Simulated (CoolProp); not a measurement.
The numbers come from the reference Helmholtz-energy equation of state, Younglove 1994 in CoolProp. It is a modified Benedict-Webb-Rubin equation, recast in Helmholtz form.

Problem. Give the vapour pressure (kPa), vapour Z, liquid conductivity (mW/(m K)) of saturated R123 at 57.55, 64.55 °C.

Solution. 
| T (°C) | p (kPa) | vapour Z | liquid conductivity (mW/(m K)) |
|---|---|---|---|
| 57.55 | 266 | 0.916 | 67.9 |
| 64.55 | 325 | 0.904 | 66.2 |

Thermal conductivity comes from a separate model (Laesecke 1996).
